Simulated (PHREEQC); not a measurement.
Solution (25 °C): 3.5 mmol/kgw H3PO4, 2.5 mmol/kgw KOH and 180 mmol/kgw KCl. Closed to the air; pH follows from the charge balance.

Model: ion-association model, phreeqc.dat, run in PHREEQC.

```csv
quantity,before,after
pH,3.20,11.50
H2PO4- (mol/kgw),0.00328,3.67e-8
HPO4-2 (mol/kgw),7.95e-7,0.00180
KHPO4- (mol/kgw),8.31e-8,0.000193
SI of Sylvite (KCl),-2.67,-2.65
```

Problem. Name the change that produced these shifts.
A) KOH replaced by KF at the same molality
B) KOH from 0.0025 to 0.00225 mol/kgw
C) diluted 10-fold with water
D) H3PO4 replaced by K3PO4 at the same molality
E) KCl from 0.18 to 0.162 mol/kgw

Solution. D, H3PO4 replaced by K3PO4 at the same molality

This is a speciation only: nothing precipitates in the calculation.
